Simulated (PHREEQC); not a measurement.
## Alkaline etch or developer (model solution)

A solution holds 130 mmol/kgw KOH, 1.6 mmol/kgw H3BO3 and 0.28 mmol/kgw (CH3)4NCl, at 20 °C. Closed to the air; pH follows from the charge balance.

Model: ion-association model, phreeqc.dat, run in PHREEQC.

Each row changes one thing in this solution. No solid was allowed to form.

```json
[
 {"case": "as made", "pH": "13.15", "H3BO3 (mol/kgw)": "1.63e-7"},
 {"case": "temperature from 20 to 45 °C", "pH": "…", "H3BO3 (mol/kgw)": "6.20e-7"},
 {"case": "diluted 2-fold with water", "pH": "…", "H3BO3 (mol/kgw)": "1.62e-7"},
 {"case": "(CH3)4NCl left out", "pH": "13.15", "H3BO3 (mol/kgw)": "1.63e-7"},
 {"case": "0.025 mol/kgw K2SO4 added", "pH": "…", "H3BO3 (mol/kgw)": "1.63e-7"}
]
```

Problem. Some entries are withheld; supply them.

Solution. 
- temperature from 20 to 45 °C, pH: 12.37
- diluted 2-fold with water, pH: 12.87
- 0.025 mol/kgw K2SO4 added, pH: 13.13

(CH3)4N+ isn't in the database: it is added as a free cation with an ion size of 4 Å. Away from 25 °C the constants follow the database's enthalpies or fits; those with neither stay at their 25 °C values.
